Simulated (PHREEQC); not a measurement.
Na3PO4 is added in steps, without added water, to 1 kg of water holding 0.011 mol HF, 0.0018 mol NaF and 8.2e-05 mol (NH4)2SiF6, at 25 °C. Oxygen is held at 0.21 atm. The system is closed to CO2. Only these solids could form: SiO2(a).

Base run: PHREEQC, ion-association model, wateq4f.dat. Each further column changes one thing. The table gives H4SiO4 (mol/kgw).

| Na3PO4 added (mol) | base | database phreeqc.dat | Debye-Hückel limiting law | Davies equation for every ion | metal-ligand complexes left out |
|---|---|---|---|---|---|
| 0 | 3.44e-9 | 2.88e-9 | 3.39e-9 | 3.42e-9 | 3.44e-9 |
| 0.00625 | 8.20e-5 | 8.20e-5 | 8.20e-5 | 8.20e-5 | 8.20e-5 |
| 0.01125 | 7.29e-5 | 7.29e-5 | 7.38e-5 | 7.30e-5 | 7.28e-5 |
| 0.0175 | 2.16e-6 | 2.34e-6 | … | 2.19e-6 | 2.22e-6 |
| 0.0225 | 1.30e-6 | … | 1.88e-6 | 1.31e-6 | 1.34e-6 |
| 0.02875 | 9.15e-7 | 1.04e-6 | … | 9.14e-7 | 9.47e-7 |
| 0.03375 | 7.54e-7 | … | … | 7.47e-7 | 7.84e-7 |
| 0.04 | 6.28e-7 | 7.39e-7 | … | 6.14e-7 | 6.56e-7 |

**Question.** Complete the blanks.

**Answer.** 
- 0.0175, Debye-Hückel limiting law: 2.83e-6
- 0.0225, database phreeqc.dat: 1.44e-6
- 0.02875, Debye-Hückel limiting law: 1.47e-6
- 0.03375, database phreeqc.dat: 8.70e-7
- 0.03375, Debye-Hückel limiting law: 1.33e-6
- 0.04, Debye-Hückel limiting law: 1.23e-6

H3PO4, which wateq4f.dat lacks, is added to it with the constant of phreeqc.dat. SiF6-2 is the database's only silicon fluoride. phreeqc.dat and wateq4f.dat share most of their constants, so their agreement is no independent check.
